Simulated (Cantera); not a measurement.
A Cantera script and its output.

```python
import numpy as np
import cantera as ct

gas = ct.Solution("gri30.yaml")
gas.TPX = 1023, 500000, {'CH3OH': 1, 'O2': 0.714, 'N2': 2.69, 'H2O': 0.67}
reactor = ct.IdealGasConstPressureReactor(gas, energy="on", clone=False)
net = ct.ReactorNet([reactor])
net.rtol, net.atol = 1e-08, 1e-16
show = ['CH3OH', 'O2', 'H2O', 'H', 'CH3', 'H2']
times = np.geomspace(6e-06, 0.4, 13)

steps = ct.SolutionArray(gas, extra=["t"])
rows = []
print(f"{'t/s':>10s}{'T/K':>9s}{'P/Pa':>11s}" + "".join(f"{s:>11s}" for s in show))
for t in times:
    while net.time < t:
        t_next = net.step()
        steps.append(gas.state, t=t_next)
    rows.append([np.interp(t, steps.t, y) for y in (steps.T, steps.P, *steps(*show).X.T)])
    print(f"{t:10.3e}{rows[-1][0]:9.1f}{rows[-1][1]:11.4g}" + "".join(f"{x:11.3e}" for x in rows[-1][2:]))
rate = np.gradient(steps.T, steps.t)
print("integrator steps:", len(steps.t))
if steps.T.max() > steps.T[0] + 200:
    print(f"time of steepest temperature rise: {steps.t[rate.argmax()]:.4e} s")
gas.TPX = 1023, 500000, {'CH3OH': 1, 'O2': 0.714, 'N2': 2.69, 'H2O': 0.67}
gas.equilibrate("HP")
print(f"equilibrium (HP): T = {gas.T:.1f} K  " + "  ".join(f"{s} {gas[s].X[0]:.3e}" for s in show))
```

Output:

```
       t/s      T/K       P/Pa      CH3OH         O2        H2O          H        CH3         H2
 6.000e-06   1023.0      5e+05  1.971e-01  1.407e-01  1.320e-01  9.614e-13  1.525e-10  2.550e-10
 1.514e-05   1023.0      5e+05  1.971e-01  1.407e-01  1.320e-01  1.014e-12  2.511e-10  6.810e-10
 3.821e-05   1023.0      5e+05  1.971e-01  1.407e-01  1.320e-01  1.041e-12  2.994e-10  1.800e-09
 9.641e-05   1023.0      5e+05  1.971e-01  1.407e-01  1.320e-01  1.048e-12  3.029e-10  4.657e-09
 2.433e-04   1023.0      5e+05  1.971e-01  1.407e-01  1.320e-01  1.061e-12  3.028e-10  1.193e-08
 6.139e-04   1023.0      5e+05  1.971e-01  1.407e-01  1.320e-01  1.094e-12  3.026e-10  3.068e-08
 1.549e-03   1023.0      5e+05  1.971e-01  1.407e-01  1.320e-01  1.194e-12  3.020e-10  8.085e-08
 3.909e-03   1023.0      5e+05  1.971e-01  1.407e-01  1.320e-01  1.564e-12  3.006e-10  2.320e-07
 9.865e-03   1023.0      5e+05  1.971e-01  1.407e-01  1.320e-01  3.311e-12  2.972e-10  8.858e-07
 2.489e-02   1023.0      5e+05  1.971e-01  1.407e-01  1.321e-01  1.635e-11  2.873e-10  6.721e-06
 6.282e-02   2060.9      5e+05  2.264e-12  1.751e-07  2.825e-01  4.058e-04  4.321e-11  1.370e-01
 1.585e-01   2060.9      5e+05  2.256e-12  1.751e-07  2.825e-01  4.058e-04  4.231e-11  1.370e-01
 4.000e-01   2060.8      5e+05  2.256e-12  1.751e-07  2.824e-01  4.058e-04  4.231e-11  1.370e-01
integrator steps: 2568
time of steepest temperature rise: 5.8816e-02 s
equilibrium (HP): T = 2060.8 K  CH3OH 2.305e-12  O2 1.750e-07  H2O 2.824e-01  H 4.057e-04  CH3 4.784e-11  H2 1.370e-01
```

Cantera simulation using GRI-Mech 3.0 (53 species, 325 reactions); the numbers are that mechanism's predictions, not measurements. GRI-Mech 3.0 was tuned for natural gas; its chemistry of methanol as a main component is partial and can be far from experiment.
